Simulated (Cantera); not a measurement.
An isothermal, constant-pressure homogeneous reactor starts with H₂ : O₂ : N₂ = 1.5 : 1 : 0.66 (molar parts), equivalence ratio 0.75, at 750 K and 0.880 bar. Integrator tolerance rtol = 1e-08.

Model: GRI-Mech 3.0 (53 species, 325 reactions), integrated in Cantera. Below about 950 K walls govern HO2 and H2O2 in real vessels. The temperature is held fixed by assumption; the heat of reaction is taken as removed at once.

```json
[
 {"quantity": "x(H₂) at 200 s", "before": "0.449 (gas-phase equilibrium <1e-12)", "after": "0.189 (gas-phase equilibrium <1e-12)"},
 {"quantity": "x(O₂) at 200 s", "before": "0.304 (gas-phase equilibrium 0.104)", "after": "0.484 (gas-phase equilibrium 0.430)"},
 {"quantity": "x(H₂O) at 200 s", "before": "0.0321 (gas-phase equilibrium 0.622)", "after": "0.00528 (gas-phase equilibrium 0.215)"},
 {"quantity": "x(HO₂) at 200 s", "before": "4.77e-6 (gas-phase equilibrium 6.43e-12)", "after": "2.29e-6 (gas-phase equilibrium 1.10e-11)"},
 {"quantity": "x(O) at 200 s", "before": "3.87e-11 (gas-phase equilibrium <1e-12)", "after": "2.92e-11 (gas-phase equilibrium <1e-12)"},
 {"quantity": "x(NO) at 200 s", "before": "<1e-12 (gas-phase equilibrium 3.34e-7)", "after": "<1e-12 (gas-phase equilibrium 7.75e-7)"},
 {"quantity": "x(H₂O₂) at 200 s", "before": "0.00224 (gas-phase equilibrium 7.56e-12)", "after": "0.000639 (gas-phase equilibrium 5.32e-12)"}
]
```

Task: What was changed between the two runs?
A. pressure from 0.880 bar to 0.140 bar
B. pressure from 0.880 bar to 0.133 bar
C. H2 1.5 to 0.4 parts
D. temperature 750 to 1150 K

Result: C, H2 1.5 to 0.4 parts
